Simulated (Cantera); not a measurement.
Standard-state values (1 bar) from the NASA 1993 polynomials, evaluated with Cantera. Values are per mole of reaction as written; species without (g) are pure solids or liquids, kept so even where they would boil at 1 bar.

**Question.** Between 575 and 1100 K, where is each reaction favourable under standard conditions?
- Pb(g) + 2 Cl(g) → PbCl2(g)
- Pb(g) + Cl2(g) → PbCl2(g)

**Answer.** 
- Pb(g) + 2 Cl(g) → PbCl2(g): ΔG° is -503 kJ at 575 K and -399 kJ at 1100 K; it stays negative (K > 1). ΔH° is -619 kJ and ΔS° -200 J/K at 1100 K.
- Pb(g) + Cl2(g) → PbCl2(g): ΔG° is -323 kJ at 575 K and -280 kJ at 1100 K; it stays negative (K > 1). ΔH° is -369 kJ and ΔS° -81 J/K at 1100 K.
